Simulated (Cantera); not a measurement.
Feed: 1 mol SiH₂Cl₂, 0.33 mol HCl, 43 mol N₂, at 0.0260 bar.

These are equilibrium values from Cantera (NASA tables, ideal gas, pure condensed phases), not measurements of a reactor. Candidate condensed phases: NH₄Cl, Si, Si₃N₄; 28 gas species. N₂ is the only nitrogen source here; it is nearly inert below about 1500 K, so the nitride shown seldom forms there in practice. Kinetics and transport are ignored.

Question: What share of the Si ends up in condensed phases as a function of T (K), at 1098, 1148, 1198, 1248, 1298, 1348, 1398, 1448, 1498, 1548, 1598, 1648?

Answer: 
```tsv
T (K)	Si condensed (%)	as
1098	85.0	Si₃N₄(s)
1148	85.4	Si₃N₄(s)
1198	85.6	Si₃N₄(s)
1248	85.5	Si₃N₄(s)
1298	84.6	Si₃N₄(s)
1348	82.5	Si₃N₄(s)
1398	78.5	Si₃N₄(s)
1448	72.5	Si₃N₄(s)
1498	64.7	Si₃N₄(s)
1548	56.1	Si₃N₄(s)
1598	47.2	Si₃N₄(s)
1648	38.6	Si₃N₄(s)
```
